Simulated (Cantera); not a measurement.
# Stirred combustor or abatement burner

A perfectly stirred reactor is fed with H₂ : O₂ : N₂ = 1 : 0.357 : 2.68 (molar parts), at 1.01 bar; it is adiabatic with a 498 K inlet, and is followed from long to short residence time, starting on the burning branch (τ in s: 0.17, 0.076, 0.034, 0.016, 0.007, 0.0032, 0.0014, 0.00064, 0.00029, 0.00013, 5.9e-05).

Model: the H2/O2 subset of GRI-Mech 3.0, which has no nitrogen chemistry, integrated in Cantera.

```tsv
τ (s)	T (K)	x H₂	x O₂	x H₂O₂	x H₂O	x H
0.17	1835	0.0769	3.45e-5	6.65e-9	0.193	0.00195
0.076	1828	0.0765	5.79e-5	1.27e-8	0.193	0.00287
0.034	1818	0.0760	9.95e-5	2.38e-8	0.193	0.00422
0.016	1804	0.0753	0.000170	4.16e-8	0.192	0.00601
0.0070	1781	0.0744	0.000311	7.51e-8	0.191	0.00880
0.0032	1750	0.0732	0.000557	1.29e-7	0.189	0.0125
0.0014	1704	0.0717	0.00103	2.27e-7	0.187	0.0177
0.00064	1645	0.0703	0.00182	3.84e-7	0.183	0.0242
0.00029	1567	0.0693	0.00320	6.35e-7	0.179	0.0321
0.00013	1469	0.0704	0.00580	9.71e-7	0.172	0.0405
5.9e-5	1348	0.0796	0.0117	1.28e-6	0.158	0.0452
```
x: mole fraction; the columns are a selection and need not sum to one.
